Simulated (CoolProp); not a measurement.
Vapour-liquid equilibrium of carbon dioxide (1) + n-pentane (2) at 271.3 K; x and y are mole fractions of (1).

Computed with CoolProp (multi-fluid Helmholtz-energy mixture model, Span 1996 and Thol 2019; pair parameters Kunz 2012).

```csv
x,bubble pressure (MPa),y at the bubble point,dew pressure at overall composition x (MPa),liquid density (mol/L)
0.05,0.2289,0.900,0.02366,9.242
0.125,0.5658,0.959,0.02571,9.680
0.2,0.9068,0.973,0.02814,10.16
0.275,1.224,0.980,0.03106,10.70
0.35,1.501,0.983,0.03467,11.29
0.425,1.732,0.985,0.03921,11.96
0.5,1.922,0.987,0.04511,12.70
0.575,2.084,0.988,0.05310,13.53
0.65,2.234,0.989,0.06451,14.48
0.725,2.392,0.990,0.08218,15.56
0.8,2.576,0.992,0.1132,16.81
0.875,2.802,0.994,0.1819,18.28
0.95,3.088,0.997,0.4643,20.00
```

No azeotrope shows between x = 0.05 and 0.95.

Pair parameters are fitted to limited data, so mixtures are less certain than the pure fluids. The gap from Raoult's law changes sign with composition, which may be real or a fault of the pair parameters; it wasn't checked against measurements.
